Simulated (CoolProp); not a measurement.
The fluid at 293.15 K and 0.07 MPa (gas) is heated at constant pressure to 405.3 K. The same conditions are run with several fluids, on thermodynamics alone (safety and materials aside).

Computed with CoolProp (reference Helmholtz-energy equation of state of each fluid (chlorine: Thol 2021; sulfur dioxide: Gao 2016; ethane: Bücker 2006; R124: de Vries 1995; trans-2-butene: Lemmon 2005)).

```
fluid           heat (kJ/kg)  final density (kg/m³)
--------------  ------------  ---------------------
chlorine                55.4                   1.48
sulfur dioxide          74.1                    [?]
ethane                   [?]                    [?]
R124                    89.8                   2.85
trans-2-butene           198                   1.17
```

Question: What belongs in the gaps?

Answer: 
- sulfur dioxide, final density (kg/m³): 1.34
- ethane, heat (kJ/kg): 220
- ethane, final density (kg/m³): 0.626
